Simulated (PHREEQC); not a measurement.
# Brine (model solution)

A solution holds 4.1 mol KCl, 0.06 mol BaCl2 and 1.6 mol MgCl2 per kg of water, at 25 °C. Closed to the air; pH follows from the charge balance.

The numbers come from PHREEQC with the Pitzer model, pitzer.dat.

Precipitation was switched off in this run.

Question: What activity of water does the model give?

Answer: activity of water 0.727.

Examples of supersaturated solids here: Sylvite. Others may be too.
